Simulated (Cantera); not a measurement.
A freely propagating, adiabatic, planar premixed flame of CH4 : O2 : N2 = 1 : 1.54 : 6.62 (molar parts), equivalence ratio 1.3, unburnt at 575 K and 100.0 Torr; mixture-averaged transport, grid criteria slope 0.08 and curve 0.16, no radiation.

Detailed kinetics in Cantera: GRI-Mech 3.0 (53 species, 325 reactions). Burning velocities carry a grid error of a few per cent, more on coarse grids.

Problem. How do the results move with these cheaper or finer settings: unity-Lewis-number transport; multicomponent transport; multicomponent+Soret transport; grid criteria slope 0.5, curve 1; grid criteria slope 0.25, curve 0.5; grid criteria slope 0.03, curve 0.06?

Solution. 
```
setting                               laminar burning velocity  thermal thickness  peak x(H2O2)  peak x(H)  grid points
------------------------------------  ------------------------  -----------------  ------------  ---------  -----------
as above                                              117 cm/s            2.44 mm       2.69e-6     0.0145          150
unity-Lewis-number transport                         68.6 cm/s            3.29 mm       1.54e-6     0.0180          136
multicomponent transport                              116 cm/s            2.47 mm       2.70e-6     0.0145          150
multicomponent+Soret transport                        116 cm/s            2.44 mm       2.74e-6     0.0147          151
grid criteria slope 0.5, curve 1                      130 cm/s            2.78 mm       2.88e-6     0.0156           51
grid criteria slope 0.25, curve 0.5                   121 cm/s            2.56 mm       2.71e-6     0.0150           76
grid criteria slope 0.03, curve 0.06                  114 cm/s            2.43 mm       2.67e-6     0.0142          350
```
The base run took roughly 70 core-seconds.
Unity Lewis numbers drop preferential diffusion, which matters most where H2 and H carry the flame; Soret adds thermal diffusion.
